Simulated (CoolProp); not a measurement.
Ethylene along the isotherm 305.8 K: fugacity coefficient from the reference equation and from simpler models built on Tc = 282.4 K, pc = 50.42 bar, ω = 0.087; each cubic takes its own stable root.

The numbers come from the reference Helmholtz-energy equation of state, Smukala 2000 in CoolProp.

```tsv
p (bar)	phase	reference	van der Waals	Redlich-Kwong	Soave-Redlich-Kwong	Peng-Robinson
5.04	gas	0.9738	0.9756	0.9732	0.9735	0.9701
10.1	gas	0.9478	0.9513	0.9465	0.9473	0.9406
15.1	gas	0.9224	0.9274	0.9206	0.9217	0.9121
20.2	gas	0.8966	0.9030	0.8943	0.8958	0.8835
25.2	gas	0.8716	0.8792	0.8689	0.8708	0.8559
30.3	gas	0.8463	0.8549	0.8432	0.8455	0.8283
35.3	gas	0.8217	0.8310	0.8182	0.8209	0.8017
40.3	gas	0.7971	0.8070	0.7935	0.7965	0.7755
45.4	gas	0.7722	0.7824	0.7683	0.7718	0.7491
50.4	gas	0.7478	0.7579	0.7438	0.7477	0.7236
55.5	supercritical	0.7230	0.7326	0.7188	0.7233	0.6980
60.5	supercritical	0.6985	0.7070	0.6943	0.6994	0.6731
65.5	supercritical	0.6740	0.6805	0.6698	0.6755	0.6486
70.6	supercritical	0.6489	0.6532	0.6450	0.6514	0.6240
75.6	supercritical	0.6246	0.6279	0.6212	0.6283	0.6007
```
